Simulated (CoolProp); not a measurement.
Model: reference Helmholtz-energy equation of state, Lemmon 2004, in CoolProp. It is a short technical equation, of lower accuracy than the large ones.

### Question
Give the vapour pressure (kPa), vapour Z, vapour viscosity (µPa s) of saturated n-dodecane at 136.75 °C.

### Answer
```csv
T (°C),p (kPa),vapour Z,vapour viscosity (µPa s)
136.75,9.49,0.987,6.18
```

Viscosity comes from a separate model (Huber 2004).
